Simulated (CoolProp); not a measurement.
Vapour-liquid equilibrium of n-pentane (1) + toluene (2) at 162.25 °C; x and y are mole fractions of (1).

Values from CoolProp's multi-fluid Helmholtz-energy mixture model, Thol 2019 and Lemmon 2006; pair parameters Bell 2016.

```tsv
x	bubble pressure (MPa)	y at the bubble point	dew pressure at overall composition x (MPa)	liquid density (mol/L)
0.05	0.4535	0.223	0.3779	7.787
0.125	0.5859	0.422	0.4074	(withheld)
0.2	0.7106	0.544	0.4417	7.597
0.275	0.8291	0.629	(withheld)	(withheld)
0.35	0.9429	0.692	0.5302	7.386
0.425	1.053	0.743	(withheld)	(withheld)
0.5	1.162	0.785	0.6600	7.149
0.575	1.271	0.821	0.7497	7.018
0.65	1.380	0.855	0.8642	6.879
0.725	1.493	0.886	1.013	6.727
0.8	1.610	0.916	1.206	6.563
0.875	1.733	0.947	1.452	6.381
0.95	1.866	(withheld)	1.747	(withheld)
```

Problem. Complete the blanks.

Solution. 
- 0.125, liquid density (mol/L): 7.695
- 0.275, dew pressure at overall composition x (MPa): 0.4821
- 0.275, liquid density (mol/L): 7.494
- 0.425, dew pressure at overall composition x (MPa): 0.5884
- 0.425, liquid density (mol/L): 7.271
- 0.95, y at the bubble point: 0.978
- 0.95, liquid density (mol/L): 6.177

No azeotrope shows between x = 0.05 and 0.95.

The pair parameters rest on a limited set of measurements; away from them the model extrapolates. The gap from Raoult's law changes sign with composition, which may be real or a fault of the pair parameters; it wasn't checked against measurements.
